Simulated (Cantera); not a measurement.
Input: 1 mol CH2F2, 0.012 mol F2, equilibrated at 2552 °C and 1.00 bar.

Equilibrium computed with Cantera from the NASA thermochemical tables; the gas is ideal and each condensed phase is pure. Candidate condensed phases: C, C6H6, C7H8, C8H18; 95 gas species. Kinetics and transport are ignored.

Base state: HF 0.981, F 0.0118, H 0.00292, CF2 0.00211, H2 0.00107, CF 0.000928, C3 4.28e-5, C2H2 (acetylene) 3.89e-5 (mole fractions); condensed: C(graphite).

Problem. What changes in the equilibrium state with this change: F2 from 0.012 to 0.045 mol?

Solution. 
| species | before | after |
|---|---|---|
| HF | 0.981 | 0.962 |
| F | 0.0118 | 0.0246 |
| CF2 | 0.00211 | 0.00914 |
| CF4 | 2.50e-6 | 4.72e-5 |
| CF3 | 9.21e-6 | 8.32e-5 |
| C(graphite), mol | 0.993 | 0.976 |

Problem. What changes in the equilibrium state with this change: pressure from 1.00 bar to 4.60e-5 bar?

Solution. 
```json
[
 {"species": "H", "before": "0.00292", "after": "0.350"},
 {"species": "F", "before": "0.0118", "after": "0.347"},
 {"species": "HF", "before": "0.981", "after": "0.159"},
 {"species": "C", "before": "8.64e-6", "after": "0.0705"},
 {"species": "C2", "before": "4.20e-6", "after": "0.0129"},
 {"species": "C3", "before": "4.28e-5", "after": "0.0492"},
 {"species": "CF", "before": "0.000928", "after": "0.0102"},
 {"species": "C4", "before": "8.53e-8", "after": "3.68e-5"},
 {"species": "C5", "before": "4.46e-7", "after": "7.23e-5"},
 {"species": "CF2", "before": "0.00211", "after": "3.14e-5"},
 {"species": "C2HF", "before": "1.55e-5", "after": "3.54e-7"},
 {"species": "C(graphite), mol", "before": "0.993", "after": "0"}
]
```
